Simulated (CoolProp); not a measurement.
A simple Rankine cycle with n-butane: condensing at 309.15 K, boiler at 3.11 MPa, turbine inlet 415 K, turbine efficiency 0.65, pump efficiency 0.7, no recuperator. Each further row changes one setting.

Model: reference Helmholtz-energy equation of state, Bücker 2006, in CoolProp.

| case | thermal efficiency (%) | net work (kJ/kg) | heat in (kJ/kg) | turbine exit temperature (K) | volume ratio over the turbine |
|---|---|---|---|---|---|
| as stated | 11.1 | 51.3 | 464 | 341.7 | 13.4 |
| turbine inlet 435 K | 11.3 | 60.6 | 536 | 372.6 | 11.3 |
| condensing temperature 301.15 K | 12.0 | 57.8 | 484 | 337.1 | 16.9 |
| boiler pressure 2.18 MPa | 10.1 | 52.2 | 514 | 366.3 | 7.33 |
| turbine efficiency 0.55 | 9.1 | 42.4 | 464 | 346.3 | 13.6 |
